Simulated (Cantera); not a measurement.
What does this Cantera script print?

```python
import numpy as np
import cantera as ct

gas_names = """
    Electron C C+ C- CN CN+ CN- C2 C2+ C2- CCN CNC C2N2 C3 C4 C4N2 C5 N N+ N- N2 N2+ N2- Si Si+ SiC SiC2
    SiN Si2 Si2C Si2N Si3
""".split()
cond_names = """
    C(gr) Si(cr) Si(L) SiC(b) Si3N4(a)
""".split()


# ... load() reads the species with a 1 bar reference pressure and builds the phases ...
atoms = {
    'Si3N4': {'Si': 3, 'N': 4},
    'C': {'C': 1},
    'N2': {'N': 2},
}
top_T = {'C(gr)': 4500, 'SiC(b)': 3050, 'Si3N4(a)': 2400}  # K; cautious upper limits of use, not melting points


# ... equilibrate(T, P, feed) seeds the gas with the atoms and calls Mixture.equilibrate('TP', solver="vcs", rtol=1e-11, max_steps=5000) ...
results = []
feed = {'Si3N4': 1, 'C': 0.18, 'N2': 0.041}  # mol
P = 101325  # Pa
for T in [2500, 3000, 3500, 4000, 4500, 5000]:
    mix = equilibrate(T, P, feed)
    results.append((T, P, feed, dict(zip(mix.species_names, mix.species_moles))))
    x = sorted(zip(gas.X, gas.species_names), reverse=True)
    print(f"T = {T:g} K  P = {P:g} Pa  gas = {mix.phase_moles(0):.4g} mol")
    print("   x: " + "  ".join(f"{s} {v:.3e}" for v, s in x if v > 1e-06))
    print("   condensed (mol): " + ("  ".join(f"{mix.phase(i).name} {mix.phase_moles(i):.4g}"
          for i in range(1, mix.n_phases) if mix.phase_moles(i) > 1e-12) or "none"))
```

Result:

```
T = 2500 K  P = 101325 Pa  gas = 2.053 mol
   x: N2 9.935e-01  Si 4.685e-03  Si2C 6.702e-04  SiN 4.735e-04  Si2N 4.198e-04  Si2 1.251e-04  SiC2 6.975e-05  CN 2.445e-05  Si3 2.161e-05  C2N2 4.428e-06
   condensed (mol): Si(L) 2.806  SiC(b) 0.1783
T = 3000 K  P = 101325 Pa  gas = 2.452 mol
   x: N2 8.273e-01  Si 1.049e-01  Si2C 3.184e-02  SiC2 1.975e-02  SiN 5.182e-03  Si2 5.111e-03  Si2N 3.423e-03  CN 1.392e-03  Si3 7.477e-04  SiC 1.855e-04  C2N2 1.742e-04  C3 3.250e-05  C 2.364e-05  N 1.258e-05  C2 6.987e-06  Si+ 1.648e-06  CNC 1.599e-06  CN- 1.381e-06
   condensed (mol): Si(L) 2.478
T = 3500 K  P = 101325 Pa  gas = 4.802 mol
   x: Si 5.175e-01  N2 4.163e-01  Si2 2.059e-02  Si2C 1.713e-02  SiN 1.172e-02  SiC2 8.433e-03  Si2N 3.314e-03  CN 2.259e-03  Si3 1.434e-03  SiC 7.846e-04  C 2.714e-04  N 1.420e-04  C2 2.769e-05  C3 2.289e-05  Si+ 2.180e-05  C2N2 1.992e-05  Electron 1.295e-05  CN- 8.806e-06  CNC 2.048e-06
   condensed (mol): none
T = 4000 K  P = 101325 Pa  gas = 5.021 mol
   x: Si 5.597e-01  N2 3.964e-01  CN 9.682e-03  SiN 8.964e-03  SiC2 8.030e-03  Si2 6.195e-03  C 3.970e-03  Si2C 2.706e-03  SiC 1.759e-03  N 1.110e-03  Si2N 4.335e-04  C2 4.266e-04  C3 2.246e-04  Si+ 1.324e-04  Electron 9.314e-05  Si3 8.111e-05  CN- 3.857e-05  C2N2 3.492e-05  CNC 1.710e-05
   condensed (mol): none
T = 4500 K  P = 101325 Pa  gas = 5.141 mol
   x: Si 5.680e-01  N2 3.838e-01  C 1.453e-02  CN 1.377e-02  SiN 6.997e-03  N 5.539e-03  Si2 2.205e-03  SiC2 1.532e-03  SiC 1.418e-03  C2 7.364e-04  Si+ 5.081e-04  Electron 4.510e-04  Si2C 2.687e-04  C3 1.237e-04  Si2N 8.108e-05  CN- 5.557e-05  CNC 1.839e-05  C2N2 1.136e-05  Si3 7.538e-06  C2- 1.401e-06  CCN 1.136e-06
   condensed (mol): none
T = 5000 K  P = 101325 Pa  gas = 5.228 mol
   x: Si 5.639e-01  N2 3.724e-01  C 2.263e-02  N 2.010e-02  CN 1.010e-02  SiN 5.634e-03  Si+ 1.565e-03  Electron 1.526e-03  Si2 9.247e-04  SiC 6.420e-04  C2 3.460e-04  SiC2 1.224e-04  CN- 3.796e-05  Si2C 2.269e-05  Si2N 2.031e-05  C3 1.289e-05  CNC 5.901e-06  C2N2 1.417e-06  Si3 1.064e-06
   condensed (mol): none
```

These are equilibrium values from Cantera (NASA tables, ideal gas, pure condensed phases), not measurements of a reactor. Mutual solubility and eutectic melting of coexisting phases are not modelled. The tables' values for SiN are old estimates; treat these amounts as uncertain.
